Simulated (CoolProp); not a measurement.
Vapour-liquid equilibrium of CHF3 (R23) (1) + R143a (2) at 208.3 K; x and y are mole fractions of (1).

Computed with CoolProp (multi-fluid Helmholtz-energy mixture model, Penoncello 2003 and Lemmon and Jacobsen 2000; pair parameters Bell 2016).

```
x     bubble pressure (MPa)  y at the bubble point  dew pressure at overall composition x (MPa)  liquid density (mol/L)
----  ---------------------  ---------------------  -------------------------------------------  ----------------------
0.05                0.04897                  0.210                                      0.04223                   14.65
0.15                0.06821                  0.491                                      0.04619                   15.08
0.25                0.08961                  0.658                                      0.05098                   15.53
0.35                 0.1120                  0.762                                      0.05693                       …
0.45                 0.1345                  0.832                                      0.06450                       …
0.55                 0.1565                  0.880                                      0.07449                   16.99
0.65                 0.1777                  0.916                                      0.08833                   17.53
0.75                 0.1981                  0.944                                            …                       …
0.85                 0.2182                      …                                       0.1421                   18.70
0.95                 0.2386                  0.989                                       0.2028                   19.34
```

**Question.** Some entries are withheld; supply them.

**Answer.** 
- 0.35, liquid density (mol/L): 15.99
- 0.45, liquid density (mol/L): 16.48
- 0.75, dew pressure at overall composition x (MPa): 0.1088
- 0.75, liquid density (mol/L): 18.10
- 0.85, y at the bubble point: 0.968

No azeotrope shows between x = 0.05 and 0.95.

Pair parameters are fitted to limited data, so mixtures are less certain than the pure fluids. The gap from Raoult's law changes sign with composition, which may be real or a fault of the pair parameters; it wasn't checked against measurements.
